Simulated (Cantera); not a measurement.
A closed system holds: 1 mol FeCl3, 0.25 mol H2O, 15 mol H2.

Method: chemical equilibrium by Gibbs-energy minimisation in Cantera with the NASA 1993 tables (ideal gas, pure condensed phases). Candidate condensed phases: Fe, FeCl2, FeCl3, FeO, Fe(OH)2, Fe(OH)3, Fe2O3, Fe3O4, H2O; 22 gas species. Condensed phases not in the tables: FeOCl. The numbers say what is thermodynamically allowed, not how fast it happens.

Stable condensed phases, one row left out:

```
T in K \ P in Pa
           0.10   0.46    2.2     10     46    220   1000   4600  22000 100000
   1625       A      A      A      B      B      B      B      B      B      B
   1475       A      B      B      B      B      B      B      B      B      B
   1400       B      B      B      B      B      B      B      B      B      B
   1325       B      B      B      B      B      B      B      B      B      B
   1250       B      B      B      B      B      B      B      B      B      B
   1175       B      B      B      B      B      B      B      B      B      B
   1100       B      B      B      B      B      B      B      B      B      B
   1025       B      B      B      B      B      B      B      B      B      B
    950       B      B      B      B      B      B      B      B      B      B
    875       B      B      B      B      B      B      B      B      B      C
    800       B      B      B      B      B      B      B      B      C      D
```

A: gas only; B: Fe; C: Fe + FeCl2; D: FeCl2.

Problem. Give the row for 1550 K.

Solution. 0.10: gas only; 0.46: gas only; 2.2: Fe; 10: Fe; 46: Fe; 220: Fe; 1000: Fe; 4600: Fe; 22000: Fe; 100000: Fe.
